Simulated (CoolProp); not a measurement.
Oxygen along the isotherm -114.45 °C: density (kg/m³) from the reference equation and from simpler models built on Tc = -118.6 °C, pc = 5.046 MPa, ω = 0.022; each cubic takes its own stable root.

Computed with CoolProp (reference Helmholtz-energy equation of state, Schmidt 1985).

| p (MPa) | phase | reference | ideal gas | van der Waals | Redlich-Kwong | Soave-Redlich-Kwong | Peng-Robinson |
|---|---|---|---|---|---|---|---|
| 0.0399 | gas | 0.9700 | 0.9676 | 0.9697 | 0.9700 | 0.9700 | 0.9703 |
| 0.0908 | gas | 2.214 | 2.202 | 2.213 | 2.215 | 2.215 | 2.216 |
| 0.207 | gas | 5.085 | 5.020 | 5.078 | 5.086 | 5.086 | 5.094 |
| 0.47 | gas | 11.74 | 11.40 | ___ | 11.75 | 11.75 | 11.79 |
| 1.07 | gas | 27.86 | 25.95 | 27.67 | 27.90 | 27.90 | 28.13 |
| 2.44 | gas | 71.16 | 59.17 | 69.94 | 71.36 | 71.34 | 72.83 |
| 5.54 | supercritical | ___ | ___ | 317.5 | 300.7 | ___ | ___ |
| 12.6 | supercritical | 773.9 | ___ | 597.4 | 726.5 | ___ | 805.2 |

Some entries are withheld; supply them.


- 0.47, van der Waals: 11.71
- 5.54, reference: 305.1
- 5.54, ideal gas: 134.3
- 5.54, Soave-Redlich-Kwong: 299.4
- 5.54, Peng-Robinson: 319.2
- 12.6, ideal gas: 305.6
- 12.6, Soave-Redlich-Kwong: 726.0
